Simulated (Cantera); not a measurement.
Charge: 1 mol CH3OH, 5 mol CO2, 23 mol N2, equilibrated at 1.00 Torr.

Equilibrium computed with Cantera from the NASA thermochemical tables; the gas is ideal and each condensed phase is pure. Candidate condensed phases: C, C6H6, C7H8, C8H18, H2O; 136 gas species. Equilibrium is a limit: real reactors are often held back by kinetics, nucleation or transport. All values below are at 2600 K.

Base state: N2 0.633, CO 0.155, H 0.0831, O 0.0783, O2 0.0151, CO2 0.0113, OH 0.00909, NO 0.00653 (mole fractions); condensed: gas only.

Q: What changes in the equilibrium state with this change: CO2 from 5 to 0.35 mol?

A: 
```csv
species,before,after
N2,0.633,0.813
H,0.0831,0.115
CO,0.155,0.0474
O,0.0783,0.00875
O2,0.0151,0.000188
CO2,0.0113,0.000387
H2,0.00625,0.0120
NO,0.00653,0.000829
OH,0.00909,0.00141
H2O,0.00296,0.000633
N,1.55e-5,1.76e-5
```

Q: What changes in the equilibrium state with this change: pressure from 1.00 Torr to 40500 Torr?

A: 
```csv
species,before,after
N2,0.633,0.741
CO2,0.0113,0.103
CO,0.155,0.0900
H,0.0831,0.000455
O,0.0783,3.03e-5
O2,0.0151,9.17e-5
H2O,0.00296,0.0563
N,1.55e-5,8.34e-8
NO,0.00653,0.000552
```
The ideal-gas law is rough above about 30 bar.
